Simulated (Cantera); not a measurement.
Thermodynamics of fluorocarbon and chlorocarbon gases, feed CCl4 + HCl + H2

Charge: 1 mol CCl4, 1.3 mol HCl, 2 mol H2, held at 0.0133 bar.

These are equilibrium values from Cantera (NASA tables, ideal gas, pure condensed phases), not measurements of a reactor. Candidate condensed phases: C, C6H6, C7H8, C8H18; 103 gas species. Ions and electrons are included (thermal ionisation). The tables' values for CCl are old estimates; treat these amounts as uncertain. Rates play no part.

| T (K) | x HCl | x Cl | x H | x H2 | x C | x C3 | x C2 | x C2H2 (acetylene) | n C(graphite) |
|---|---|---|---|---|---|---|---|---|---|
| 2000 | 0.912 | 0.0575 | 0.00234 | 0.0277 | 2.28e-9 | 2.08e-9 | 1.76e-10 | 2.12e-5 | 1.000 |
| 2500 | 0.558 | 0.271 | 0.0689 | 0.100 | 1.25e-5 | 3.73e-5 | 3.44e-6 | 0.00108 | 0.984 |
| 3000 | 0.118 | 0.457 | 0.330 | 0.0581 | 0.00380 | 0.0234 | 0.00238 | 0.00361 | 0.112 |
| 3500 | 0.0122 | 0.469 | 0.452 | 0.00782 | 0.0388 | 0.0116 | 0.00745 | 5.09e-5 | 0 |
| 4000 | 0.00168 | 0.458 | 0.456 | 0.00109 | 0.0809 | 0.000329 | 0.00233 | 1.76e-7 | 0 |
| 4500 | 0.000362 | 0.457 | 0.456 | 0.000232 | 0.0856 | 4.37e-6 | 0.000336 | 7.63e-10 | 0 |
| 5000 | 0.000105 | 0.457 | 0.457 | 6.72e-5 | 0.0859 | 1.22e-7 | 6.56e-5 | 9.09e-12 | 0 |
x: gas mole fraction; n: condensed amount in mol.

From 2000 K to 3000 K the condensed part is C(graphite). From 3500 K to 5000 K nothing is condensed. The main C-bearing gas is C2H2 (acetylene) at 2000 K and C at 5000 K.
